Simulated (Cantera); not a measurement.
An isothermal, constant-pressure homogeneous reactor starts with 30.3 % CH₄, 69.7 % H₂O, at 1200 K and 9.87 atm.

Model: GRI-Mech 3.0 (53 species, 325 reactions), integrated in Cantera.

Task: Predict: x(CH₄) at 100 s; x(H₂O) at 100 s; x(C₂H₂) at 100 s; x(CH₂O) at 100 s; x(CH₂CO) at 100 s; x(C₂H₆) at 100 s.

Result: 
```
Item                                                 Result
-----------------  ----------------------------------------
x(CH₄) at 100 s       0.258 (gas-phase equilibrium 0.00570)
x(H₂O) at 100 s         0.679 (gas-phase equilibrium 0.215)
x(C₂H₂) at 100 s   0.00275 (gas-phase equilibrium 6.55e-10)
x(CH₂O) at 100 s    2.65e-7 (gas-phase equilibrium 4.26e-7)
x(CH₂CO) at 100 s   2.01e-6 (gas-phase equilibrium 1.32e-9)
x(C₂H₆) at 100 s   0.000949 (gas-phase equilibrium 4.22e-8)
```
